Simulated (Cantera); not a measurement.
An adiabatic, constant-volume homogeneous reactor starts with CH₄ : O₂ : N₂ = 1 : 1.54 : 8.62 (molar parts), equivalence ratio 1.3, at 1450 K and 2300000 Pa.

Model: GRI-Mech 3.0 (53 species, 325 reactions), integrated in Cantera. The pressure lies above the range GRI-Mech 3.0 was tuned for (to about 10 atm).

Predict: time of steepest temperature rise; temperature at 0.200 s; equilibrium temperature; x(O₂) at 0.200 s; x(HCO) at 0.200 s; x(CO₂) at 0.200 s; x(HO₂) at 0.200 s.


| Item | Value |
|---|---|
| time of steepest temperature rise | 0.212 ms |
| temperature at 0.200 s | 2917 K |
| equilibrium temperature | 2917 K |
| x(O₂) at 0.200 s | 0.000489 (gas-phase equilibrium 0.000489) |
| x(HCO) at 0.200 s | 6.47e-7 (gas-phase equilibrium 6.47e-7) |
| x(CO₂) at 0.200 s | 0.0331 (gas-phase equilibrium 0.0331) |
| x(HO₂) at 0.200 s | 1.19e-6 (gas-phase equilibrium 1.19e-6) |
